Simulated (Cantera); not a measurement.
Input (Python, Cantera):

```python
import numpy as np
import cantera as ct

gas = ct.Solution("gri30.yaml")
gas.TPX = 1650, 13332, {'CH4': 1, 'H2': 2.7, 'H2O': 0.085}
inlet = ct.Reservoir(gas, clone=True)

reactor = ct.IdealGasConstPressureReactor(gas, energy="off", clone=False)
exhaust = ct.Reservoir(gas, clone=True)
tau = [2.9, 1.2, 0.47, 0.19, 0.076, 0.03, 0.012, 0.0049, 0.002][0]
for a, b in ((inlet, reactor), (reactor, exhaust)):
    ct.MassFlowController(a, b, mdot=lambda t: reactor.mass / tau)
net = ct.ReactorNet([reactor])
show = ['CH4', 'H2', 'C2H6', 'CH2', 'C2H2', 'C2H']

rows = []
print(f"{'tau/s':>10s}{'T/K':>9s}" + "".join(f"{s:>11s}" for s in show))
for tau in [2.9, 1.2, 0.47, 0.19, 0.076, 0.03, 0.012, 0.0049, 0.002]:
    net.initial_time = 0.0
    net.advance(30 * tau)
    before = gas.X
    net.advance(40 * tau)
    drift = np.max(np.abs(gas.X - before) / (gas.X + 1e-9))
    rows.append([gas.T, *gas[show].X, drift])
    print(f"{tau:10.3e}{gas.T:9.1f}" + "".join(f"{x:11.3e}" for x in gas[show].X))
```

It prints:

```
     tau/s      T/K        CH4         H2       C2H6        CH2       C2H2        C2H
 2.900e+00   1650.0  4.278e-02  8.539e-01  5.853e-06  4.941e-08  8.374e-02  8.877e-08
 1.200e+00   1650.0  6.536e-02  8.381e-01  1.267e-05  6.661e-08  7.636e-02  7.732e-08
 4.700e-01   1650.0  1.002e-01  8.154e-01  2.730e-05  8.766e-08  6.331e-02  6.057e-08
 1.900e-01   1650.0  1.431e-01  7.883e-01  5.143e-05  1.087e-07  4.639e-02  4.203e-08
 7.600e-02   1650.0  1.882e-01  7.599e-01  8.290e-05  1.270e-07  2.830e-02  2.446e-08
 3.000e-02   1650.0  2.247e-01  7.371e-01  1.107e-04  1.377e-07  1.362e-02  1.129e-08
 1.200e-02   1650.0  2.467e-01  7.234e-01  1.219e-04  1.363e-07  5.026e-03  3.962e-09
 4.900e-03   1650.0  2.573e-01  7.169e-01  1.104e-04  1.182e-07  1.299e-03  9.291e-10
 2.000e-03   1650.0  2.619e-01  7.143e-01  7.295e-05  7.818e-08  1.766e-04  1.005e-10
```

Computed with Cantera and GRI-Mech 3.0 (53 species, 325 reactions). GRI-Mech 3.0 stops at C3 and has no aromatics, soot or wall deposition, so with more carbon than oxygen in the feed, carbon stays in small species such as C2H2 where larger ones or solid carbon would form.
